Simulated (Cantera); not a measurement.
**Aluminium and copper etching: Cu + F2**

Charge: 1 mol Cu, 5.8 mol F2.

These are equilibrium values from Cantera (NASA tables, ideal gas, pure condensed phases), not measurements of a reactor. Candidate condensed phases: Cu, CuF2; 6 gas species. Kinetics and transport are ignored.

Map the stable condensed phases over T = 500, 600, 700, 800, 900, 1000, 1100, 1200, 1300, 1400, 1500 K and P in Pa = 1, 4.2, 18, 75, 320, 1300, 5600, 24000, 100000.


```
T in K \ P in Pa
              1    4.2     18     75    320   1300   5600  24000 100000
   1500       A      A      A      A      A      A      A      A      B
   1400       A      A      A      A      A      A      A      B      B
   1300       A      A      A      A      A      A      B      B      B
   1200       A      A      A      A      A      B      B      B      B
   1100       A      A      A      A      B      B      B      B      B
   1000       A      A      B      B      B      B      B      B      B
    900       B      B      B      B      B      B      B      B      B
    800       B      B      B      B      B      B      B      B      B
    700       B      B      B      B      B      B      B      B      B
    600       B      B      B      B      B      B      B      B      B
    500       B      B      B      B      B      B      B      B      B
```
A: gas only; B: CuF2.
